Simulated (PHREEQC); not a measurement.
Synthetic water in mg/L, 25 °C, pH 6.3, pe 12: Na 55.2; K 0.603; Ca 111; Mg 149; Cl 214; S(6) as SO4 133; Alkalinity as HCO3 1350; Cu(2) 0.215; Ni 9.81.

Valence states are taken as typed.

Computed with PHREEQC (ion-association model, wateq4f.dat).

Precipitation was switched off in this run.

Task: Estimate the ionic strength, charge-balance error.

Result: ionic strength 0.0320 mol/kgw; charge-balance error -22.0 %.

Task: In which forms is Ca present?

Result: Ca+2 84 %, CaHCO3+ 12 %, CaSO4 4.3 % of the Ca.

The database's nickel carbonate constants are estimates that later reviews lower a good deal.
